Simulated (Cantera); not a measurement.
An isothermal, constant-pressure homogeneous reactor starts with H2 : O2 = 0.073 : 1 (molar parts), equivalence ratio 0.036, at 1423 K and 0.00266 atm. Integrator tolerance rtol = 1e-08.

Detailed kinetics in Cantera: the H2/O2 subset of GRI-Mech 3.0, which has no nitrogen chemistry. Radical loss at walls, strong at low pressure, is not modelled. The temperature is held fixed by assumption; the heat of reaction is taken as removed at once.

Question: What does this change do: H2 0.073 to 0.69 parts?

Answer: 
| quantity | before | after |
|---|---|---|
| x(H2) at 1.00 s | 0.000876 (gas-phase equilibrium 9.03e-7) | 0.00450 (gas-phase equilibrium 9.10e-6) |
| x(O2) at 1.00 s | 0.899 (gas-phase equilibrium 0.929) | 0.477 (gas-phase equilibrium 0.487) |
| x(OH) at 1.00 s | 0.00632 (gas-phase equilibrium 0.000207) | 0.0104 (gas-phase equilibrium 0.000475) |
| x(O) at 1.00 s | 0.0263 (gas-phase equilibrium 2.51e-5) | 0.00912 (gas-phase equilibrium 1.82e-5) |
| x(HO2) at 1.00 s | 4.07e-7 (gas-phase equilibrium 6.34e-8) | 1.28e-6 (gas-phase equilibrium 1.05e-7) |
| x(H) at 1.00 s | 0.00404 (gas-phase equilibrium 1.22e-7) | 0.00436 (gas-phase equilibrium 3.88e-7) |

Question: What does this change do: O2 1 to 0.28 parts?

Answer: 
```tsv
quantity	before	after
x(H2) at 1.00 s	0.000876 (gas-phase equilibrium 9.03e-7)	0.00252 (gas-phase equilibrium 3.25e-6)
x(O2) at 1.00 s	0.899 (gas-phase equilibrium 0.929)	0.747 (gas-phase equilibrium 0.769)
x(OH) at 1.00 s	0.00632 (gas-phase equilibrium 0.000207)	0.00978 (gas-phase equilibrium 0.000357)
x(O) at 1.00 s	0.0263 (gas-phase equilibrium 2.51e-5)	0.0183 (gas-phase equilibrium 2.29e-5)
x(HO2) at 1.00 s	4.07e-7 (gas-phase equilibrium 6.34e-8)	9.30e-7 (gas-phase equilibrium 9.96e-8)
x(H) at 1.00 s	0.00404 (gas-phase equilibrium 1.22e-7)	0.00524 (gas-phase equilibrium 2.32e-7)
```
